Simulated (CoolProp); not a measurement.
Vapour-liquid equilibrium of propane (1) + R227EA (2) at 74.6 kPa; x and y are mole fractions of (1).

Model: multi-fluid Helmholtz-energy mixture model, Lemmon 2009 and Lemmon 2016; pair parameters Bell 2016, in CoolProp.

| x | bubble temperature, mixture model (°C) | bubble temperature, Raoult's law (°C) | y, mixture model | y, Raoult's law |
|---|---|---|---|---|
| 0.05 | -32.3 | -25.2 | 0.376 | 0.135 |
| 0.15 | -42.6 | -28.9 | 0.665 | 0.352 |
| 0.25 | -46.9 | -32.2 | 0.754 | 0.515 |
| 0.35 | -48.7 | -35.2 | 0.788 | 0.639 |
| 0.45 | -49.3 | -37.9 | 0.800 | 0.734 |
| 0.55 | -49.5 | -40.3 | 0.805 | 0.809 |
| 0.65 | -49.6 | -42.5 | 0.809 | 0.869 |
| 0.75 | -49.8 | -44.5 | 0.820 | 0.916 |
| 0.85 | -49.9 | -46.3 | 0.850 | 0.955 |
| 0.95 | -49.5 | -48.0 | 0.925 | 0.986 |

The largest gap from Raoult's law is -14.7 K in bubble temperature, at x = 0.25. y crosses x between x = 0.75 and 0.85: the model has an azeotrope there.

Pair parameters are fitted to limited data, so mixtures are less certain than the pure fluids. With so large a gap from Raoult's law the liquid may split in two, which this calculation doesn't test in full.
